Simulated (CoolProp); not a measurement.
A single-stage vapour-compression cycle with R22: evaporating at 230.15 K (dew point), condensing at 273.15 K (bubble point), superheat 0 K, subcooling 2 K, compressor efficiency 0.6, no pressure losses. Each further row changes one setting.

The numbers come from the reference Helmholtz-energy equation of state, Kamei 1995 in CoolProp.

| case | cooling COP | pressure ratio | discharge temperature (K) | refrigerating effect (kJ/kg) | volumetric capacity (kJ/m³) |
|---|---|---|---|---|---|
| as stated | 2.75 | 5.45 | 342.5 | 189 | 807 |
| evaporating temperature 235.15 K | 3.24 | 4.32 | 332.4 | 191 | 1020 |
| condensing temperature 268.15 K | 3.18 | 4.62 | 331.1 | 195 | 832 |
| subcooling 7 K | 2.83 | 5.45 | 342.5 | 195 | 832 |
| superheat 10 K | 2.71 | 5.45 | 354.9 | 195 | 794 |
| compressor efficiency 0.5 | 2.29 | 5.45 | 360.9 | 189 | 807 |
